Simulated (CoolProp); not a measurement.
200 sccm (0 °C, 1 atm) of nitrogen bubbles through liquid dodecamethylcyclohexasiloxane (D6) at 360.6 K and leaves saturated at a total pressure of 0.00532 MPa (ideal gas phase). Each further row changes one setting.

The numbers come from the reference Helmholtz-energy equation of state, Colonna 2008 in CoolProp. It is a short technical equation, of lower accuracy than the large ones.

| case | vapour pressure (kPa) | mole fraction of vapour | delivery (mg/min) | delivery (sccm) | change of delivery for a bath 1 K warmer (%) |
|---|---|---|---|---|---|
| as stated | 0.348 | 0.0654 | 278 | 14.0 | 6.4 |
| bath temperature 365.6 K | 0.462 | 0.0869 | 378 | 19.0 | 6.3 |
| total pressure 0.0106 MPa | 0.348 | 0.0328 | 135 | 6.78 | 6.2 |
